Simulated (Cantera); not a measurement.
**Stirred combustor or abatement burner**

A perfectly stirred reactor is fed with CH4 : C2H6 : C3H8 : O2 : N2 = 1 : 0.091 : 0.4 : 2.7 : 22.7 (molar parts), equivalence ratio 1.6, at 1.80 bar; it is adiabatic with a 675 K inlet, and is followed from long to short residence time, starting on the burning branch (τ in s: 0.08, 0.04, 0.02, 0.0097, 0.0048, 0.0024, 0.0012, 0.00058, 0.00029, 0.00014, 7.1e-05).

Model: GRI-Mech 3.0 (53 species, 325 reactions), integrated in Cantera. GRI-Mech 3.0 was tuned for natural gas; its chemistry of propane as a main component is partial and can be far from experiment.

```tsv
τ (s)	T (K)	x CH4	x C2H6	x C3H8	x CH2	x C2H4	x C2H
0.080	1583	0.00505	4.48e-5	7.44e-6	2.25e-7	0.000340	1.62e-8
0.040	1570	0.00523	7.00e-5	1.43e-5	3.53e-7	0.000505	1.87e-8
0.020	1550	0.00562	0.000113	2.83e-5	5.15e-7	0.000773	1.91e-8
0.0097	1510	0.00664	0.000209	6.60e-5	6.16e-7	0.00133	1.44e-8
0.0048	675	0.0372	0.00338	0.0149	<1e-12	<1e-12	<1e-12
0.0024	675	0.0372	0.00338	0.0149	<1e-12	<1e-12	<1e-12
0.0012	675	0.0372	0.00338	0.0149	<1e-12	<1e-12	<1e-12
0.00058	675	0.0372	0.00338	0.0149	<1e-12	<1e-12	<1e-12
0.00029	675	0.0372	0.00338	0.0149	<1e-12	<1e-12	<1e-12
0.00014	675	0.0372	0.00338	0.0149	<1e-12	<1e-12	<1e-12
7.1e-5	675	0.0372	0.00338	0.0149	<1e-12	<1e-12	<1e-12
```
x: mole fraction; the columns are a selection and need not sum to one.
